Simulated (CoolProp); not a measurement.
Hydrogen chloride at 298.15 K and 7.26 MPa is throttled through a valve to 4.19 MPa with no heat exchange. Each further row changes one setting.

Values from CoolProp's reference Helmholtz-energy equation of state, Thol 2018.

| case | temperature change (K) | final phase | final density (kg/m³) |
|---|---|---|---|
| as stated | … | two-phase, vapour fraction 0.035 | … |
| outlet pressure 1.26 MPa | -50.2 | … | … |
| outlet pressure 5.45 MPa | … | liquid | 825 |

What belongs in the gaps?


- as stated, temperature change (K): -5.4
- as stated, final density (kg/m³): 664
- outlet pressure 1.26 MPa, final phase: two-phase, vapour fraction 0.273
- outlet pressure 1.26 MPa, final density (kg/m³): 90.6
- outlet pressure 5.45 MPa, temperature change (K): -1.0
